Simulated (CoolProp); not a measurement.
Vapour-liquid equilibrium of CH2F2 (R32) (1) + R152A (2) at 192.9 K; x and y are mole fractions of (1).

Values from CoolProp's multi-fluid Helmholtz-energy mixture model, Tillner-Roth 1997 and Outcalt 1996; pair parameters Bell 2016.

```csv
x,bubble pressure (bar),y at the bubble point,dew pressure at overall composition x (bar),liquid density (mol/L)
0.05,0.04358,0.232,0.03672,17.27
0.125,0.05581,0.446,0.03927,17.71
0.2,0.06766,0.580,0.04220,18.17
0.275,0.07918,0.673,0.04560,18.65
0.35,0.09043,0.742,0.04959,19.15
0.425,0.1014,0.794,0.05433,19.68
0.5,0.1123,0.837,0.06006,20.24
0.575,0.1230,0.872,0.06711,20.82
0.65,0.1336,0.902,0.07597,21.44
0.725,0.1442,0.927,0.08744,22.08
0.8,0.1548,0.950,0.1027,22.76
0.875,0.1654,0.970,0.1240,23.48
0.95,0.1761,0.989,0.1547,24.25
```

No azeotrope shows between x = 0.05 and 0.95.

Pair parameters are fitted to limited data, so mixtures are less certain than the pure fluids.
